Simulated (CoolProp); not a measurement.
Vapour-liquid equilibrium of o-xylene (1) + n-nonane (2) at 299.3 K; x and y are mole fractions of (1).

Model: multi-fluid Helmholtz-energy mixture model, Zhou 2012 and Lemmon 2006; pair parameters Bell 2016, in CoolProp.

| x | bubble pressure (MPa) | y at the bubble point | dew pressure at overall composition x (MPa) | liquid density (mol/L) |
|---|---|---|---|---|
| 0.05 | 0.0006553 | 0.095 | 0.0006402 | 5.656 |
| 0.125 | 0.0006994 | 0.217 | 0.0006658 | 5.807 |
| 0.2 | 0.0007399 | 0.320 | 0.0006930 | 5.964 |
| 0.275 | 0.0007765 | 0.407 | 0.0007219 | 6.128 |
| 0.35 | 0.0008094 | 0.484 | 0.0007524 | 6.301 |
| 0.425 | 0.0008385 | 0.551 | 0.0007841 | 6.482 |
| 0.5 | 0.0008643 | 0.612 | 0.0008165 | 6.673 |
| 0.575 | 0.0008868 | 0.669 | 0.0008487 | 6.873 |
| 0.65 | 0.0009065 | 0.724 | 0.0008794 | 7.085 |
| 0.725 | 0.0009232 | 0.778 | 0.0009068 | 7.308 |
| 0.8 | 0.0009372 | 0.833 | 0.0009292 | 7.544 |
| 0.875 | 0.0009481 | 0.891 | 0.0009455 | 7.793 |
| 0.95 | 0.0009556 | 0.954 | 0.0009553 | 8.057 |

No azeotrope shows between x = 0.05 and 0.95.

Pair parameters are fitted to limited data, so mixtures are less certain than the pure fluids.
